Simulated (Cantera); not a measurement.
Equilibrium for hydrogen reduction and annealing atmospheres: PbO + H2

Feed: 1 mol PbO, 190 mol H2, equilibrated at 1750 K and 5.10 bar.

Method: chemical equilibrium by Gibbs-energy minimisation in Cantera with the NASA 1993 tables (ideal gas, pure condensed phases). Candidate condensed phases: H2O, Pb, PbO, PbO2, Pb3O4; 12 gas species. The numbers say what is thermodynamically allowed, not how fast it happens.

```json
{
  "x(H2)": "0.989",
  "x(H2O)": "0.00524",
  "x(Pb)": "0.00523",
  "x(H)": "0.000102",
  "x(Pb2)": "1.17e-6",
  "gas_amount": "191.0 mol",
  "log10 activity of Pb(l) (absent)": "-0.86"
}
```
